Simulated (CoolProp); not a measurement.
R11 at 308.98 K and 18.7 MPa is throttled through a valve to 9.36 MPa with no heat exchange. Each further row changes one setting.

The numbers come from the reference Helmholtz-energy equation of state, Jacobsen 1992 in CoolProp.

```json
[
 {"case": "as stated", "temperature change (K)": "(withheld)", "final density (kg/m³)": "1470"},
 {"case": "outlet pressure 2.81 MPa", "temperature change (K)": "(withheld)", "final density (kg/m³)": "1440"},
 {"case": "outlet pressure 12.2 MPa", "temperature change (K)": "(withheld)", "final density (kg/m³)": "1480"}
]
```

Q: Some entries are withheld; supply them.

A: 
- as stated, temperature change (K): +4.0
- outlet pressure 2.81 MPa, temperature change (K): +6.5
- outlet pressure 12.2 MPa, temperature change (K): +2.8
